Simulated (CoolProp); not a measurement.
A closed Brayton cycle with dry air: compressor inlet 317.15 K and 6.4 MPa, high pressure 13.3 MPa, turbine inlet 645 K, compressor efficiency 0.8, turbine efficiency 0.9, recuperator effectiveness 0.8 (on enthalpy, no pinch check). Each further row changes one setting.

Model: reference Helmholtz-energy equation of state, Lemmon 2000, in CoolProp. It is a pseudo-pure fit of the blend.

```
case                           thermal efficiency (%)  net work (kJ/kg)  compressor to turbine work  compressor exit (K)  turbine exit (K)
-----------------------------  ----------------------  ----------------  --------------------------  -------------------  ----------------
as stated                                        13.7              20.1                        0.82                409.8             538.8
turbine inlet 595 K                               8.6              11.0                        0.90                409.8             495.9
compressor inlet 327.15 K                        11.7              16.8                        0.85                422.7             538.8
high pressure 11.3 MPa                           14.7              19.4                        0.79                387.5             560.9
recuperator effectiveness 0.5                    10.7              20.1                        0.82                409.8             538.8
```
